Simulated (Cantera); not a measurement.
Input: 1 mol B2H6, 24 mol NH3, 0.28 mol H2, at 1775 K and 0.133 bar.

Equilibrium computed with Cantera from the NASA thermochemical tables; the gas is ideal and each condensed phase is pure. Candidate condensed phases: B, BN; 15 gas species. The feed counts by its element totals alone. Equilibrium is a limit: real reactors are often held back by kinetics, nucleation or transport.

**Question.** What is the equilibrium state?

**Answer.** 
```json
{
 "x(H2)": "0.781",
 "x(N2)": "0.219",
 "x(H)": "0.000700",
 "x(NH3)": "1.32e-6",
 "n(BN(s))": "2.00 mol",
 "gas_amount": "50.30 mol",
 "log10 activity of B(s) (absent)": "-2.02"
}
```
